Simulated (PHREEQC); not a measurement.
A solution holds 150 mmol/kgw ZnCl2, 57 mmol/kgw NaCl and 1.7 mmol/kgw MnSO4, at 25 °C. Closed to the air; pH follows from the charge balance.

All values are PHREEQC results (ion-association model, wateq4f.dat), not measurements.

Each row changes one thing in this solution. This is a speciation only: nothing precipitates in the calculation.

```json
[
 {"case": "as made", "pH": "4.88", "ionic strength (mol/kgw)": "0.442", "Cl- (mol/kgw)": "0.318", "Mn+2 (mol/kgw)": "0.00127", "SO4-2 (mol/kgw)": "0.000685", "MnCl+ (mol/kgw)": "0.000402", "SI of Halite (NaCl)": "-3.66", "SI of Mirabilite (Na2SO4:10H2O)": "-5.54"},
 {"case": "MnSO4 from 0.0017 to 0.0085 mol/kgw", "pH": "4.90", "ionic strength (mol/kgw)": "?", "Cl- (mol/kgw)": "0.318", "Mn+2 (mol/kgw)": "?", "SO4-2 (mol/kgw)": "0.00338", "MnCl+ (mol/kgw)": "0.00196", "SI of Halite (NaCl)": "-3.66", "SI of Mirabilite (Na2SO4:10H2O)": "-4.86"},
 {"case": "NaCl from 0.057 to 0.0057 mol/kgw", "pH": "4.88", "ionic strength (mol/kgw)": "0.399", "Cl- (mol/kgw)": "0.273", "Mn+2 (mol/kgw)": "?", "SO4-2 (mol/kgw)": "0.000656", "MnCl+ (mol/kgw)": "0.000367", "SI of Halite (NaCl)": "-4.72", "SI of Mirabilite (Na2SO4:10H2O)": "-7.53"},
 {"case": "temperature from 25 to 60 °C", "pH": "?", "ionic strength (mol/kgw)": "0.360", "Cl- (mol/kgw)": "0.271", "Mn+2 (mol/kgw)": "0.00132", "SO4-2 (mol/kgw)": "0.000739", "MnCl+ (mol/kgw)": "0.000350", "SI of Halite (NaCl)": "-3.81", "SI of Mirabilite (Na2SO4:10H2O)": "-6.98"},
 {"case": "ZnCl2 left out", "pH": "?", "ionic strength (mol/kgw)": "0.0628", "Cl- (mol/kgw)": "0.0568", "Mn+2 (mol/kgw)": "0.00147", "SO4-2 (mol/kgw)": "0.00145", "MnCl+ (mol/kgw)": "0.000152", "SI of Halite (NaCl)": "-4.26", "SI of Mirabilite (Na2SO4:10H2O)": "-4.77"}
]
```

Problem. What belongs in the gaps?

Solution. 
- MnSO4 from 0.0017 to 0.0085 mol/kgw, ionic strength (mol/kgw): 0.453
- MnSO4 from 0.0017 to 0.0085 mol/kgw, Mn+2 (mol/kgw): 0.00623
- NaCl from 0.057 to 0.0057 mol/kgw, Mn+2 (mol/kgw): 0.00130
- temperature from 25 to 60 °C, pH: 4.75
- ZnCl2 left out, pH: 6.79

Constants without temperature data keep their 25 °C values here.
